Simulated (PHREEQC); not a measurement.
A solution holds 0.0011 mol/kgw KOH and 0.00017 mol/kgw (CH3)4NCl, at 25 °C. It is in equilibrium with CO2 at log p = -2 (atm). Otherwise closed; pH follows from the charge balance.

The numbers come from PHREEQC with the ion-association model, phreeqc.dat.

Each row changes one thing in this solution. Precipitation was switched off in this run.

| case | pH | ionic strength (mol/kgw) | HCO3- (mol/kgw) | CO3-2 (mol/kgw) |
|---|---|---|---|---|
| as made | 6.84 | 0.00127 | 0.00110 | 4.05e-7 |
| (CH3)4NCl left out | 6.84 | 0.00110 | 0.00110 | ? |
| 3.3e-05 mol/kgw CO2 added | 6.84 | 0.00127 | 0.00110 | 4.05e-7 |
| 0.0011 mol/kgw Ca(OH)2 added | 7.30 | ? | 0.00325 | 3.77e-6 |
| diluted 100-fold with water | 5.10 | ? | 1.90e-5 | 1.13e-10 |

Some entries are withheld; supply them.


- (CH3)4NCl left out, CO3-2 (mol/kgw): 4.03e-7
- 0.0011 mol/kgw Ca(OH)2 added, ionic strength (mol/kgw): 0.00450
- diluted 100-fold with water, ionic strength (mol/kgw): 2.07e-5

(CH3)4N+ isn't in the database: it is added as a free cation with an ion size of 4 Å.
